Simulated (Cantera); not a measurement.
An adiabatic, constant-pressure homogeneous reactor starts with H2 : O2 : N2 = 1 : 0.227 : 0.855 (molar parts), equivalence ratio 2.2, at 1575 K and 1.01 bar. Integrator tolerance rtol = 1e-08.

Detailed kinetics in Cantera: the H2/O2 subset of GRI-Mech 3.0, which has no nitrogen chemistry.

Problem. What does this change do: initial temperature 1575 to 1325 K?

Solution. 
| quantity | before | after |
|---|---|---|
| time of steepest temperature rise | 11.4 µs | 28.1 µs |
| temperature at 0.100 s | 2787 K | 2675 K |
| equilibrium temperature | 2787 K | 2675 K |
| x(H2) at 0.100 s | 0.272 (gas-phase equilibrium 0.272) | 0.279 (gas-phase equilibrium 0.279) |
| x(O2) at 0.100 s | 0.000299 (gas-phase equilibrium 0.000299) | 0.000121 (gas-phase equilibrium 0.000121) |
| x(H) at 0.100 s | 0.0409 (gas-phase equilibrium 0.0409) | 0.0273 (gas-phase equilibrium 0.0273) |
| x(OH) at 0.100 s | 0.00946 (gas-phase equilibrium 0.00946) | 0.00571 (gas-phase equilibrium 0.00571) |
| x(H2O2) at 0.100 s | 4.86e-8 (gas-phase equilibrium 4.86e-8) | 2.60e-8 (gas-phase equilibrium 2.60e-8) |
| x(H2O) at 0.100 s | 0.227 (gas-phase equilibrium 0.227) | 0.234 (gas-phase equilibrium 0.234) |
| x(O) at 0.100 s | 0.000893 (gas-phase equilibrium 0.000893) | 0.000356 (gas-phase equilibrium 0.000356) |

Problem. What does this change do: H2 1 to 2 parts?

Solution. 
| quantity | before | after |
|---|---|---|
| time of steepest temperature rise | 11.4 µs | 14.7 µs |
| temperature at 0.100 s | 2787 K | 2508 K |
| equilibrium temperature | 2787 K | 2508 K |
| x(H2) at 0.100 s | 0.272 (gas-phase equilibrium 0.272) | 0.527 (gas-phase equilibrium 0.527) |
| x(O2) at 0.100 s | 0.000299 (gas-phase equilibrium 0.000299) | 3.35e-6 (gas-phase equilibrium 3.35e-6) |
| x(H) at 0.100 s | 0.0409 (gas-phase equilibrium 0.0409) | 0.0189 (gas-phase equilibrium 0.0189) |
| x(OH) at 0.100 s | 0.00946 (gas-phase equilibrium 0.00946) | 0.00117 (gas-phase equilibrium 0.00117) |
| x(H2O2) at 0.100 s | 4.86e-8 (gas-phase equilibrium 4.86e-8) | 2.06e-9 (gas-phase equilibrium 2.06e-9) |
| x(H2O) at 0.100 s | 0.227 (gas-phase equilibrium 0.227) | 0.156 (gas-phase equilibrium 0.156) |
| x(O) at 0.100 s | 0.000893 (gas-phase equilibrium 0.000893) | 2.76e-5 (gas-phase equilibrium 2.76e-5) |
